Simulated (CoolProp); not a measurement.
Vapour-liquid equilibrium of R22 (1) + R113 (2) at 0.528 MPa; x and y are mole fractions of (1).

Computed with CoolProp (multi-fluid Helmholtz-energy mixture model, Kamei 1995 and Marx 1992; pair parameters Bell 2016).

```tsv
x	bubble temperature (°C)	y at the bubble point	dew temperature at overall composition x (°C)	liquid density (mol/L)
0.05	91.6	0.325	106.0	7.572
0.125	70.3	0.628	102.3	8.138
0.2	54.1	0.783	98.5	8.658
0.275	42.2	0.863	94.4	9.148
0.35	33.4	0.907	90.1	9.622
0.425	26.7	0.934	85.4	10.10
0.5	21.6	0.951	80.3	10.58
0.575	17.5	0.963	74.7	11.08
0.65	14.1	0.972	68.3	11.61
0.725	11.1	0.979	60.8	12.17
0.8	8.4	0.985	51.8	12.79
0.875	5.9	0.991	40.0	13.46
0.95	3.5	0.996	21.9	14.20
```

No azeotrope shows between x = 0.05 and 0.95.

Pair parameters are fitted to limited data, so mixtures are less certain than the pure fluids. The gap from Raoult's law changes sign with composition, which may be real or a fault of the pair parameters; it wasn't checked against measurements.
